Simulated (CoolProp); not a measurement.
Vapour-liquid equilibrium of cyclopentane (1) + octamethylcyclotetrasiloxane (D4) (2) at 85.8 kPa; x and y are mole fractions of (1).

The numbers come from the multi-fluid Helmholtz-energy mixture model, Gedanitz 2015 and Thol 2015; pair parameters Bell 2016 in CoolProp.

```
x      bubble temperature, mixture model (°C)  bubble temperature, Raoult's law (°C)  y, mixture model  y, Raoult's law
-----  --------------------------------------  -------------------------------------  ----------------  ---------------
0.05                                    152.5                                  141.0             0.388            0.578
0.125                                   130.1                                  114.5             0.715            0.843
0.2                                     112.2                                   98.0             0.861            0.925
0.275                                    98.4                                   86.5             0.927            0.959
0.35                                     87.5                                   78.0             0.959            0.975
0.425                                    78.8                                   71.3             0.976            0.984
0.5                                      71.7                                   65.9             0.986            0.990
0.575                                    65.7                                   61.3             0.991            0.993
0.65                                     60.6                                   57.4             0.995            0.995
0.725                                    56.1                                   54.0             0.997            0.997
0.8                                      52.2                                   50.9             0.998            0.998
0.875                                    48.8                                   48.2             0.999            0.999
0.95                                     45.9                                   45.8             1.000            1.000
```

The largest gap from Raoult's law is +15.6 K in bubble temperature, at x = 0.125. No azeotrope shows between x = 0.05 and 0.95.

Pair parameters are fitted to limited data, so mixtures are less certain than the pure fluids.
